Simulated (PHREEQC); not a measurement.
Solution A (110 mmol/kgw H3PO4, 6.5 mmol/kgw Na2SO4 and 0.86 mmol/kgw KCl) is mixed with solution B (0.016 mol ZnCl2 and 0.0074 mol H3BO3 per kg of water) at 25 °C; shares are by mass of water, 1 kg in all. Oxygen is held at 0.21 atm. CO2 from the air is kept out. Only these solids could form: Zn(OH)2-e, Zn4(OH)6SO4, Zn5(OH)8Cl2, Zn3(PO4)2:4w, Halite, Mirabilite, Goslarite.

The series has 11 steps of share of solution B, from 0 to 1.

Computed with PHREEQC (ion-association model, wateq4f.dat).

Between which two steps does the pH jump most, and from what to what?

Between share of solution B = 0.9 and 1: from 2.26 to 5.37.

H3PO4, which wateq4f.dat lacks, is added to it with the constant of phreeqc.dat. The database has no phosphate complexes of Zn.
